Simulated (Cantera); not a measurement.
Thermodynamics of metals in furnace atmospheres, feed Cu + O₂ + CO

Input: 1 mol Cu, 0.0034 mol O₂, 13 mol CO.

Method: chemical equilibrium by Gibbs-energy minimisation in Cantera with the NASA 1993 tables (ideal gas, pure condensed phases). Candidate condensed phases: C, Cu, CuO, Cu₂O; 15 gas species. Rates play no part.

Stable condensed phases:

```
T in °C \ P in Pa
              10      82     670    5500   45000  370000 3000000
   1627        A       A       A       B       B       B       C
   1527        A       A       A       B       B       B       C
   1427        A       A       B       B       B       B       C
   1327        A       B       B       B       B       C       C
   1227        A       B       B       B       B       C       C
   1127        B       B       B       B       C       C       C
   1027        B       B       B       B       C       C       C
    927        B       B       B       C       C       C       C
    827        B       B       B       C       C       C       C
    727        B       B       C       C       C       C       C
    627        B       C       C       C       C       C       C
    527        C       C       C       C       C       C       C
    427        C       C       C       C       C       C       C
```

A: gas only; B: Cu; C: C + Cu.
